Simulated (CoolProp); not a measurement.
Saturation properties of p-xylene.

Model: reference Helmholtz-energy equation of state, Zhou 2012, in CoolProp.

```json
[
 {"T (K)": "306.3", "p (MPa)": "0.001853", "vapour density (kg/m³)": "0.07746", "enthalpy of vaporisation (kJ/kg)": "394.9"},
 {"T (K)": "325.2", "p (MPa)": "0.004785", "vapour density (kg/m³)": "0.1889", "enthalpy of vaporisation (kJ/kg)": "384.9"},
 {"T (K)": "344.1", "p (MPa)": "0.01093", "vapour density (kg/m³)": "0.4094", "enthalpy of vaporisation (kJ/kg)": "374.8"},
 {"T (K)": "363", "p (MPa)": "0.02254", "vapour density (kg/m³)": "0.8062", "enthalpy of vaporisation (kJ/kg)": "364.5"},
 {"T (K)": "381.9", "p (MPa)": "0.04274", "vapour density (kg/m³)": "1.467", "enthalpy of vaporisation (kJ/kg)": "353.9"},
 {"T (K)": "400.8", "p (MPa)": "0.07550", "vapour density (kg/m³)": "2.502", "enthalpy of vaporisation (kJ/kg)": "342.8"},
 {"T (K)": "419.8", "p (MPa)": "0.1260", "vapour density (kg/m³)": "4.053", "enthalpy of vaporisation (kJ/kg)": "331.1"},
 {"T (K)": "438.7", "p (MPa)": "0.1992", "vapour density (kg/m³)": "6.266", "enthalpy of vaporisation (kJ/kg)": "318.8"},
 {"T (K)": "457.6", "p (MPa)": "0.3018", "vapour density (kg/m³)": "9.344", "enthalpy of vaporisation (kJ/kg)": "305.5"},
 {"T (K)": "476.5", "p (MPa)": "0.4406", "vapour density (kg/m³)": "13.54", "enthalpy of vaporisation (kJ/kg)": "291.2"},
 {"T (K)": "495.4", "p (MPa)": "0.6235", "vapour density (kg/m³)": "19.18", "enthalpy of vaporisation (kJ/kg)": "275.5"},
 {"T (K)": "514.3", "p (MPa)": "0.8587", "vapour density (kg/m³)": "26.73", "enthalpy of vaporisation (kJ/kg)": "258.0"},
 {"T (K)": "533.2", "p (MPa)": "1.156", "vapour density (kg/m³)": "36.90", "enthalpy of vaporisation (kJ/kg)": "238.0"},
 {"T (K)": "552.1", "p (MPa)": "1.526", "vapour density (kg/m³)": "50.91", "enthalpy of vaporisation (kJ/kg)": "214.6"},
 {"T (K)": "571", "p (MPa)": "1.982", "vapour density (kg/m³)": "71.11", "enthalpy of vaporisation (kJ/kg)": "185.8"}
]
```

It boils at 411.5 K under 1 atm.
